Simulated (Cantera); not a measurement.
**PbO + H2 (iron carbonyl, mercury and lead vapours)**

A closed system holds: 1 mol PbO, 0.049 mol H2, at 0.00820 bar.

These are equilibrium values from Cantera (NASA tables, ideal gas, pure condensed phases), not measurements of a reactor. Candidate condensed phases: H2O, Pb, PbO, PbO2, Pb3O4; 12 gas species. Each liquid is taken as pure. Mutual solubility and eutectic melting of coexisting phases are not modelled. Gases not in the tables: (PbO)n polymers. Equilibrium is a limit: real reactors are often held back by kinetics, nucleation or transport.

At 598 K the condensed part is Pb(s) + PbO(red). At 748 K the condensed part is Pb(l) + PbO(red). From 898 K to 1048 K the condensed part is Pb(l) + PbO(yellow). At 1198 K the condensed part is Pb(l) + PbO(l). At 1348 K the condensed part is PbO(l). At 1498 K nothing is condensed.

```json
[
 {"T (K)": "598", "log p H2O": "-2.09", "log p PbO": "<-14", "log p Pb": "-11.34", "log p O2": "<-14", "log p H2": "-6.83", "log p OH": "<-14", "n Pb(s)": "0.0490", "n PbO(red)": "0.951", "n Pb(l)": "0", "n PbO(yellow)": "0", "n PbO(l)": "0"},
 {"T (K)": "748", "log p H2O": "-2.09", "log p PbO": "-11.43", "log p Pb": "-8.06", "log p O2": "<-14", "log p H2": "-6.40", "log p OH": "<-14", "n Pb(s)": "0", "n PbO(red)": "0.951", "n Pb(l)": "0.0490", "n PbO(yellow)": "0", "n PbO(l)": "0"},
 {"T (K)": "898", "log p H2O": "-2.09", "log p PbO": "-8.16", "log p Pb": "-5.89", "log p O2": "<-14", "log p H2": "-6.09", "log p OH": "-12.04", "n Pb(s)": "0", "n PbO(red)": "0", "n Pb(l)": "0.0490", "n PbO(yellow)": "0.951", "n PbO(l)": "0"},
 {"T (K)": "1048", "log p H2O": "-2.09", "log p PbO": "-5.86", "log p Pb": "-4.35", "log p O2": "-11.41", "log p H2": "-5.85", "log p OH": "-9.78", "n Pb(s)": "0", "n PbO(red)": "0", "n Pb(l)": "0.0487", "n PbO(yellow)": "0.951", "n PbO(l)": "0"},
 {"T (K)": "1198", "log p H2O": "-2.12", "log p PbO": "-4.18", "log p Pb": "-3.20", "log p O2": "-8.79", "log p H2": "-5.65", "log p OH": "-8.12", "n Pb(s)": "0", "n PbO(red)": "0", "n Pb(l)": "0.0449", "n PbO(yellow)": "0", "n PbO(l)": "0.951"},
 {"T (K)": "1348", "log p H2O": "-2.44", "log p PbO": "-3.00", "log p Pb": "-2.44", "log p O2": "-6.71", "log p H2": "-5.79", "log p OH": "-6.98", "n Pb(s)": "0", "n PbO(red)": "0", "n Pb(l)": "0", "n PbO(yellow)": "0", "n PbO(l)": "0.937"},
 {"T (K)": "1498", "log p H2O": "-3.44", "log p PbO": "-2.22", "log p Pb": "-2.88", "log p O2": "-3.31", "log p H2": "-7.52", "log p OH": "-6.00", "n Pb(s)": "0", "n PbO(red)": "0", "n Pb(l)": "0", "n PbO(yellow)": "0", "n PbO(l)": "0"}
]
```
log p: log10 of the partial pressure in bar; n: condensed amount in mol.
